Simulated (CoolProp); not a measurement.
The fluid at 298.15 K and 9.26 MPa flows at 23 m/s in a round tube of 2 mm bore and 0.25 µm roughness, fully developed (64/Re and Nu = 3.66 if laminar; Colebrook and Gnielinski if turbulent). The same conditions are run with several fluids, on thermodynamics alone (safety and materials aside).

The numbers come from the reference Helmholtz-energy equation of state of each fluid (carbon dioxide: Span 1996; R13: Platzer 1990; CH2F2 (R32): Tillner-Roth 1997; sulfur hexafluoride: Guder 2009; benzene: Thol 2012) in CoolProp. The equations of Platzer and Polt are older, rougher fits.

```json
[
 {"fluid": "carbon dioxide", "Reynolds number": "512000", "Darcy friction factor": "?", "pressure drop (Pa/m)": "1560000", "heat-transfer coefficient (W/(m² K))": "70900", "mass flow (kg/h)": "209"},
 {"fluid": "R13", "Reynolds number": "?", "Darcy friction factor": "0.0146", "pressure drop (Pa/m)": "2100000", "heat-transfer coefficient (W/(m² K))": "38900", "mass flow (kg/h)": "283"},
 {"fluid": "CH2F2 (R32)", "Reynolds number": "?", "Darcy friction factor": "?", "pressure drop (Pa/m)": "2020000", "heat-transfer coefficient (W/(m² K))": "?", "mass flow (kg/h)": "261"},
 {"fluid": "sulfur hexafluoride", "Reynolds number": "422000", "Darcy friction factor": "0.0150", "pressure drop (Pa/m)": "2990000", "heat-transfer coefficient (W/(m² K))": "43700", "mass flow (kg/h)": "392"},
 {"fluid": "benzene", "Reynolds number": "62100", "Darcy friction factor": "?", "pressure drop (Pa/m)": "2380000", "heat-transfer coefficient (W/(m² K))": "?", "mass flow (kg/h)": "229"}
]
```

### Question
Some entries are withheld; supply them.

### Answer

- carbon dioxide, Darcy friction factor: 0.0147
- R13, Reynolds number: 544000
- CH2F2 (R32), Reynolds number: 361000
- CH2F2 (R32), Darcy friction factor: 0.0153
- CH2F2 (R32), heat-transfer coefficient (W/(m² K)): 64600
- benzene, Darcy friction factor: 0.0204
- benzene, heat-transfer coefficient (W/(m² K)): 30500

Transport values come from each fluid's own correlations; those of R13, CH2F2 (R32) are estimates that may be off by 10 % or more.
